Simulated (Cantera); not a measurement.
## Gas-phase reforming

An isothermal, constant-pressure homogeneous reactor starts with CH4 : CO2 = 1 : 3.2 (molar parts), at 1625 K and 1.01 bar.

Cantera simulation using GRI-Mech 3.0 (53 species, 325 reactions); the numbers are that mechanism's predictions, not measurements.

| t (s) | x CH4 | x CO2 | x HO2 | x CO | x HCO | x CH2 |
|---|---|---|---|---|---|---|
| 0.000400 | 0.237 | 0.762 | <1e-12 | 4.88e-5 | 1.23e-9 | 2.26e-8 |
| 0.000772 | 0.235 | 0.761 | <1e-12 | 0.000149 | 4.08e-9 | 3.81e-8 |
| 0.00149 | 0.230 | 0.759 | <1e-12 | 0.000520 | 9.24e-9 | 5.84e-8 |
| 0.00288 | 0.220 | 0.754 | <1e-12 | 0.00187 | 1.28e-8 | 6.94e-8 |
| 0.00556 | 0.202 | 0.739 | <1e-12 | 0.00610 | 1.18e-8 | 6.03e-8 |
| 0.0107 | 0.176 | 0.711 | <1e-12 | 0.0174 | 9.81e-9 | 5.00e-8 |
| 0.0207 | 0.143 | 0.663 | <1e-12 | 0.0439 | 8.48e-9 | 4.67e-8 |
| 0.0400 | 0.101 | 0.585 | <1e-12 | 0.0961 | 7.92e-9 | 5.21e-8 |
| 0.0772 | 0.0573 | 0.481 | <1e-12 | 0.174 | 8.29e-9 | 7.01e-8 |
| 0.149 | 0.0251 | 0.388 | <1e-12 | 0.252 | 9.23e-9 | 8.63e-8 |
| 0.288 | 0.0140 | 0.328 | <1e-12 | 0.316 | 9.95e-9 | 6.63e-8 |
| 0.556 | 0.0116 | 0.280 | <1e-12 | 0.376 | 1.04e-8 | 3.71e-8 |
| 1.07 | 0.00914 | 0.239 | <1e-12 | 0.428 | 1.14e-8 | 1.81e-8 |
| 2.07 | 0.00600 | 0.208 | <1e-12 | 0.466 | 1.26e-8 | 7.49e-9 |
| 4.00 | 0.00279 | 0.190 | <1e-12 | 0.487 | 1.33e-8 | 2.27e-9 |
x: mole fraction; the columns are a selection and need not sum to one.

Equilibrium at this temperature and pressure: CH4 1.08e-8, CO2 0.183, HO2 <1e-12, CO 0.495, HCO 1.39e-8, CH2 <1e-12 (gas phase only).
